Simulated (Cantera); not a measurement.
A perfectly stirred reactor is fed with CH₄ : CO : O₂ : N₂ = 1 : 0.44 : 2.02 : 7.59 (molar parts), equivalence ratio 1.1, at 260000 Pa; it is adiabatic with a 625 K inlet, and is followed from long to short residence time, starting on the burning branch (τ in s: 0.047, 0.021, 0.0097, 0.0044, 0.002, 0.00091, 0.00041, 0.00019, 8.5e-05, 3.8e-05, 1.7e-05).

Detailed kinetics in Cantera: GRI-Mech 3.0 (53 species, 325 reactions).

Q: Predict: blow-out, bracketed by the residence times tried; x(CH₄) at τ = 47.0 ms; x(CO) at τ = 47.0 ms; x(O₂) at τ = 47.0 ms; x(O) at τ = 47.0 ms; x(OH) at τ = 47.0 ms; x(CH₄) at τ = 0.910 ms; x(CO) at τ = 0.910 ms; x(O₂) at τ = 0.910 ms; x(O) at τ = 0.910 ms; x(OH) at τ = 0.910 ms.

A: 
| Item | Result |
|---|---|
| blow-out, bracketed by the residence times tried | burning at 38.0 µs, out at 17.0 µs |
| x(CH₄) at τ = 47.0 ms | 2.25e-6 |
| x(CO) at τ = 47.0 ms | 0.0343 |
| x(O₂) at τ = 47.0 ms | 0.00247 |
| x(O) at τ = 47.0 ms | 0.000350 |
| x(OH) at τ = 47.0 ms | 0.00410 |
| x(CH₄) at τ = 0.910 ms | 4.90e-5 |
| x(CO) at τ = 0.910 ms | 0.0416 |
| x(O₂) at τ = 0.910 ms | 0.00781 |
| x(O) at τ = 0.910 ms | 0.00131 |
| x(OH) at τ = 0.910 ms | 0.00712 |
